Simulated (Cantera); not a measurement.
Feed: 1 mol CuF2, 290 mol H2, at 552 °C and 10000 Pa.

These are equilibrium values from Cantera (NASA tables, ideal gas, pure condensed phases), not measurements of a reactor. Candidate condensed phases: Cu, CuF2; 15 gas species. Rates play no part.

Base state: H2 0.993, HF 0.00687 (mole fractions); condensed: Cu(s).

Task: What changes in the equilibrium state with this change: temperature from 552 °C to 1850 °C?

Result: 
| species | before | after |
|---|---|---|
| H2 | 0.993 | 0.979 |
| H | <1e-9 | 0.0112 |
| HF | 0.00687 | 0.00681 |
| Cu | <1e-9 | 0.00340 |
| Cu(s), mol | 1.00 | 0 |
